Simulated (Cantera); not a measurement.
A freely propagating, adiabatic, planar premixed flame of 12.0 % CH₄, 18.5 % O₂, 69.5 % N₂, unburnt at 700 K and 1.00 atm; mixture-averaged transport, grid criteria slope 0.08 and curve 0.16, no radiation.

Computed with Cantera and GRI-Mech 3.0 (53 species, 325 reactions). Burning velocities carry a grid error of a few per cent, more on coarse grids.

**Question.** Predict: laminar burning velocity; thermal thickness; peak x(CH₂O); peak x(CH₂).

**Answer.** 
```
Property                     Value
------------------------  --------
laminar burning velocity  144 cm/s
thermal thickness         0.336 mm
peak x(CH₂O)               0.00128
peak x(CH₂)               0.000122
```
